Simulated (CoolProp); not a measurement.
Propylene at 293.15 K and 0.147 MPa flows at 0.14 m/s in a round tube of 1 mm bore and 1.5 µm roughness, fully developed (64/Re and Nu = 3.66 if laminar; Colebrook and Gnielinski if turbulent). Each further row changes one setting.

Computed with CoolProp (reference Helmholtz-energy equation of state, Lemmon 2013).

| case | Reynolds number | Darcy friction factor | pressure drop (Pa/m) | heat-transfer coefficient (W/(m² K)) | mass flow (kg/h) |
|---|---|---|---|---|---|
| as stated | 43.2 | 1.48 | 37.7 | 60.9 | 0.00103 |
| velocity 0.28 m/s | 86.4 | 0.740 | 75.3 | 60.9 | 0.00205 |
| diameter 2 mm | 86.4 | 0.740 | 9.42 | 30.5 | 0.00411 |

Viscosity comes from a separate model (Huber 2003), an estimate that may be off by 10 % or more. Thermal conductivity comes from a separate model (Huber 2003), an estimate that may be off by 10 % or more.
